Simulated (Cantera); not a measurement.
**Thermodynamics of fluorocarbon and chlorocarbon gases, feed C₂F₆ + H₂**

Charge: 1 mol C₂F₆, a varied amount of H₂, held at 2300 K and 34.0 Pa.

These are equilibrium values from Cantera (NASA tables, ideal gas, pure condensed phases), not measurements of a reactor. Candidate condensed phases: C, C₆H₆, C₇H₈, C₈H₁₈; 95 gas species. The feed counts by its element totals alone. Rates play no part.

From 0.45 mol H₂ to 10 mol H₂ the condensed part is C(graphite). The main C-bearing gas is CF₂ at 0.45 mol H₂ and C₂H₂ (acetylene) at 10 mol H₂. The share of C in condensed phases is highest at 3.2 mol H₂ (99.9 %) and lowest at 0.45 mol H₂ (70.8 %).

| n(H₂) (mol) | x HF | x F | x H₂ | x H | x CF₂ | x CF | n C(graphite) |
|---|---|---|---|---|---|---|---|
| 0.45 | 0.164 | 0.729 | 1.97e-8 | 7.36e-5 | 0.0937 | 0.0122 | 1.42 |
| 0.67 | 0.241 | 0.668 | 5.04e-8 | 0.000118 | 0.0787 | 0.0111 | 1.50 |
| 0.98 | 0.346 | 0.583 | 1.37e-7 | 0.000194 | 0.0600 | 0.00972 | 1.60 |
| 1.5 | 0.517 | 0.441 | 5.32e-7 | 0.000383 | 0.0343 | 0.00735 | 1.76 |
| 2.1 | 0.708 | 0.274 | 2.60e-6 | 0.000846 | 0.0132 | 0.00456 | 1.89 |
| 3.2 | 0.934 | 0.00606 | 0.00921 | 0.0504 | 6.48e-6 | 0.000101 | 2.00 |
| 4.7 | 0.709 | 0.00131 | 0.113 | 0.176 | 3.04e-7 | 2.19e-5 | 1.99 |
| 6.9 | 0.530 | 0.000702 | 0.221 | 0.247 | 8.69e-8 | 1.17e-5 | 1.98 |
| 10 | 0.393 | 0.000439 | 0.312 | 0.293 | 3.39e-8 | 7.31e-6 | 1.95 |
x: gas mole fraction; n: condensed amount in mol.
